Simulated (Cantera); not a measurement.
**Abatement and gas-phase synthesis: NH₃ + O₂**

Input: 1 mol NH₃, 0.11 mol O₂, held at 100000 Pa.

Method: chemical equilibrium by Gibbs-energy minimisation in Cantera with the NASA 1993 tables (ideal gas, pure condensed phases). Candidate condensed phases: H₂O; 47 gas species. Ions and electrons are included (thermal ionisation). Equilibrium is a limit: real reactors are often held back by kinetics, nucleation or transport.

From 2727 °C to 4727 °C nothing is condensed.

```
T (°C)    x H    x H₂   x N₂     x H₂O       x O     x OH       x N
------  -----  ------  -----  --------  --------  -------  --------
2727    0.117   0.546  0.234    0.0949  0.000882  0.00673   6.74e-6
3227    0.354   0.360  0.198    0.0491    0.0127   0.0222   9.86e-5
3727    0.621   0.152  0.157   0.00737    0.0405   0.0176  0.000704
4227    0.749  0.0469  0.139  0.000543    0.0530  0.00607   0.00335
4727    0.784  0.0149  0.129   4.66e-5    0.0562  0.00199    0.0119
```
x: gas mole fraction; nothing condenses.
